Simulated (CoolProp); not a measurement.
CHF3 (R23) along the isobar 1.16 MPa: density (kg/m³) from the reference equation and from simpler models built on Tc = 26.1 °C, pc = 4.832 MPa, ω = 0.263; each cubic takes its own stable root.

Model: reference Helmholtz-energy equation of state, Penoncello 2003, in CoolProp.

```csv
T (°C),phase,reference
-56.05,liquid,1345
-33.45,liquid,1240
-10.85,gas,44.16
11.75,gas,38.59
34.45,gas,34.64
57.05,gas,31.60
79.65,gas,29.14
102.35,gas,27.08
124.95,gas,25.33
147.55,gas,23.81
170.25,gas,22.48
192.85,gas,21.30
```

How far does each simpler model (van der Waals, Redlich-Kwong, Soave-Redlich-Kwong, Peng-Robinson) lie from the reference over these 12 states: mean and median of the absolute difference, and the worst?


- van der Waals: mean 12.7 %, median 0.7 %, worst -96.2 % at -33.45 °C and 1.16 MPa
- Redlich-Kwong: mean 10.1 %, median 0.4 %, worst -96.0 % at -33.45 °C and 1.16 MPa
- Soave-Redlich-Kwong: mean 3.1 %, median 0.4 %, worst -16.0 % at -33.45 °C and 1.16 MPa
- Peng-Robinson: mean 1.0 %, median 0.4 %, worst -4.7 % at -33.45 °C and 1.16 MPa

At some of these states van der Waals, Redlich-Kwong gives the other phase, because its saturation line lies elsewhere.
